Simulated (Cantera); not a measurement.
A closed system holds: 1 mol CuF2, 0.71 mol H2, at 0.250 Pa.

These are equilibrium values from Cantera (NASA tables, ideal gas, pure condensed phases), not measurements of a reactor. Candidate condensed phases: Cu, CuF2; 15 gas species. The numbers say what is thermodynamically allowed, not how fast it happens. All values below are at 1350 K.

Base state: HF 0.587, CuF 0.240, Cu 0.174, Cu2 2.02e-5 (mole fractions); condensed: gas only.

Question: What changes in the equilibrium state with this change: H2 from 0.71 to 27 mol?

Answer: 
| species | before | after |
|---|---|---|
| H2 | 4.22e-6 | 0.895 |
| HF | 0.587 | 0.0689 |
| Cu | 0.174 | 0.0344 |
| CuF | 0.240 | 1.21e-5 |
| H | 3.10e-6 | 0.00143 |
| Cu2 | 2.02e-5 | 7.95e-7 |
